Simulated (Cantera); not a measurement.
Source: NASA polynomial tables (part measured, part estimated), evaluated in Cantera. Values are per mole of reaction as written; species without (g) are pure solids or liquids, kept so even where they would boil at 1 bar.

Q: Between 848 and 1748 K, where is each reaction favourable under standard conditions?
- 10 C + Fe₂O₃ + 7 O(g) → 2 Fe(CO)₅(g)

A: 
- 10 C + Fe₂O₃ + 7 O(g) → 2 Fe(CO)₅(g): ΔG° is -2035 kJ at 848 K and -1637 kJ at 1748 K; it stays negative (K > 1). ΔH° is -2432 kJ and ΔS° -455 J/K at 1748 K.
